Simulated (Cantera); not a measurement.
Input: 1 mol SiCl4, 36 mol N2O, 16 mol H2, 0.054 mol O2, held at 100 Torr.

Cantera equilibrium calculation (NASA polynomials, part measured and part estimated; ideal gas, pure solids and liquids). Candidate condensed phases: H2O, NH4Cl, Si, SiO2, Si2N2O, Si3N4; 47 gas species. The numbers say what is thermodynamically allowed, not how fast it happens.

x: gas mole fraction; n: condensed amount in mol.

```
T (K)   x N2  x H2O   x O2   x HCl  x Cl2     x Cl  n SiO2(α-quartz)  n SiO2(β-quartz)
-----  -----  -----  -----  ------  -----  -------  ----------------  ----------------
748    0.564  0.225  0.154  0.0506      ?  5.46e-7              1.00                 0
798    0.563  0.223  0.155  0.0547      ?  1.53e-6              1.00                 0
848    0.563  0.221  0.156  0.0574      ?  3.73e-6                 0              1.00
898    0.563  0.220  0.156  0.0590      ?  8.11e-6                 0              1.00
948    0.562  0.220  0.156  0.0601      ?  1.61e-5                 0              1.00
998    0.562  0.220  0.157  0.0608      ?  2.98e-5                 0              1.00
1048   0.562  0.219  0.157  0.0612      ?  5.19e-5                 0              1.00
1098   0.562  0.219  0.157  0.0615      ?  8.56e-5                 0              1.00
```

Task: Some entries are withheld; supply them.

Result: 
- 748, x Cl2: 0.00599
- 798, x Cl2: 0.00393
- 848, x Cl2: 0.00258
- 898, x Cl2: 0.00173
- 948, x Cl2: 0.00119
- 998, x Cl2: 0.000835
- 1048, x Cl2: 0.000603
- 1098, x Cl2: 0.000447
